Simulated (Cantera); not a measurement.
Cantera run, input and output.

```python
import numpy as np
import cantera as ct

gas = ct.Solution("h2o2.yaml")


def delay(T, t_max=10):
    gas.TPX = T, 380000, {'H2': 1, 'O2': 0.417, 'N2': 1.57}
    reactor = ct.IdealGasConstPressureReactor(gas, clone=False)
    net = ct.ReactorNet([reactor])
    net.rtol, net.atol = 1e-8, 1e-16
    while net.time < t_max:
        t_old, T_old = net.time, reactor.T
        net.step()
        if reactor.T > T + 400:  # ignition: a rise of 400 K
            return t_old + (T + 400 - T_old) / (reactor.T - T_old) * (net.time - t_old)
    return np.nan


taus = []
for T in [1225, 1300, 1375, 1450, 1525, 1600]:
    taus.append(delay(T))
    print(f"T0 = {T:6g} K   tau = {taus[-1]:.4e} s")
```

Result:

```
T0 =   1225 K   tau = 1.3689e-05 s
T0 =   1300 K   tau = 8.3807e-06 s
T0 =   1375 K   tau = 5.8560e-06 s
T0 =   1450 K   tau = 4.4136e-06 s
T0 =   1525 K   tau = 3.5116e-06 s
T0 =   1600 K   tau = 2.9214e-06 s
```

Detailed kinetics in Cantera: the H2/O2 subset of GRI-Mech 3.0, which has no nitrogen chemistry. The hydrogen kinetics of GRI-Mech 3.0 are dated; newer H2 mechanisms differ, most at raised pressure. Where the delays flatten at high temperature, the 400 K rule measures the pace of heat release, not the induction time.
